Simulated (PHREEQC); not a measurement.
Dissolve 0.0012 mol/kgw FeCl3, 0.0007 mol/kgw MgSO4, 0.096 mol/kgw H2SO4 and 0.0067 mol/kgw NaCl at 35 °C. Closed to the air; pH follows from the charge balance.

Model: ion-association model, wateq4f.dat, run in PHREEQC.

Task: The ionic strength comes out as 0.139 mol/kgw. What activity coefficients do FeHSO4+2, SO4-2, H+, Fe(SO4)2-, Cl- get?

Result: FeHSO4+2 0.33, SO4-2 0.33, H+ 0.81, Fe(SO4)2- 0.76, Cl- 0.74.

This is a speciation only: nothing precipitates in the calculation. Saturation is exceeded, for instance for Hematite (slow to form); the values hold only as long as no solid forms.
